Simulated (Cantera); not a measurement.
Standard-state values (1 bar) from the NASA 1993 polynomials, evaluated with Cantera. Values are per mole of reaction as written; species without (g) are pure solids or liquids, kept so even where they would boil at 1 bar. TaC: taken at fixed stoichiometry.

CO2(g) + TaC → 2 C + TaO2(g)

| T (K) | ΔH° (kJ) | ΔS° (J/K) | ΔG° (kJ) | log10 K |
|---|---|---|---|---|
| 1973 | 322.5 | 18.9 | 285.2 | -7.55 |
| 2023 | (withheld) | (withheld) | (withheld) | (withheld) |
| 2073 | 321.3 | 18.3 | 283.4 | -7.14 |
| 2123 | (withheld) | (withheld) | (withheld) | (withheld) |
| 2173 | (withheld) | (withheld) | (withheld) | (withheld) |
| 2223 | 319.5 | 17.4 | 280.7 | -6.60 |
| 2273 | 318.8 | 17.2 | 279.8 | -6.43 |

**Question.** Fill in the missing entries.

**Answer.** 
- 2023, ΔH° (kJ): 321.9
- 2023, ΔS° (J/K): 18.6
- 2023, ΔG° (kJ): 284.3
- 2023, log10 K: -7.34
- 2123, ΔH° (kJ): 320.7
- 2123, ΔS° (J/K): 18.0
- 2123, ΔG° (kJ): 282.4
- 2123, log10 K: -6.95
- 2173, ΔH° (kJ): 320.1
- 2173, ΔS° (J/K): 17.7
- 2173, ΔG° (kJ): 281.6
- 2173, log10 K: -6.77
